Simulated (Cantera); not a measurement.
A closed system holds: 1 mol BCl3, 0.42 mol H2O, 3.6 mol H2, equilibrated at 1073.15 K and 1000 Pa.

Cantera equilibrium calculation (NASA polynomials, part measured and part estimated; ideal gas, pure solids and liquids). Candidate condensed phases: B, B2O3, B3O3H3, H2O; 33 gas species. The tables' values for BOCl are old estimates; treat these amounts as uncertain. Gases not in the tables: BHCl2. The numbers say what is thermodynamically allowed, not how fast it happens.

Base state: H2 0.697, HCl 0.164, BCl3 0.113, B3O3Cl3 0.0266, B3O3H3 0.000359, HBO 4.16e-5, BOCl 2.41e-5 (mole fractions); condensed: B2O3(l).

### Question
What changes in the equilibrium state with this change: BCl3 replaced by B?

### Answer
```json
[
 {"species": "H2", "before": "0.697", "after": "0.999"},
 {"species": "B3O3H3", "before": "0.000359", "after": "0.000646"},
 {"species": "HBO", "before": "4.16e-5", "after": "5.06e-5"},
 {"species": "HCl", "before": "0.164", "after": "0"},
 {"species": "BCl3", "before": "0.113", "after": "0"},
 {"species": "B3O3Cl3", "before": "0.0266", "after": "0"},
 {"species": "BOCl", "before": "2.41e-5", "after": "0"},
 {"species": "B2O3(l), mol", "before": "0.000757", "after": "0.137"},
 {"species": "B(s), mol", "before": "0", "after": "0.717"}
]
```
Mutual solubility and eutectic melting of coexisting phases are not modelled.
